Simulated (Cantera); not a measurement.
Input: 1 mol AlN, 28 mol H2, 2.7 mol N2, held at 700 K and 338 Torr.

Method: chemical equilibrium by Gibbs-energy minimisation in Cantera with the NASA 1993 tables (ideal gas, pure condensed phases). Candidate condensed phases: Al, AlN; 13 gas species. Rates play no part.

Base state: H2 0.911, N2 0.0875, NH3 0.00109 (mole fractions); condensed: AlN(s).

**Question.** What changes in the equilibrium state with this change: temperature from 700 K to 950 K?

**Answer.** 
```csv
species,before,after
H2,0.911,0.912
N2,0.0875,0.0879
NH3,0.00109,9.58e-5
"AlN(s), mol",1.00,1.00
```
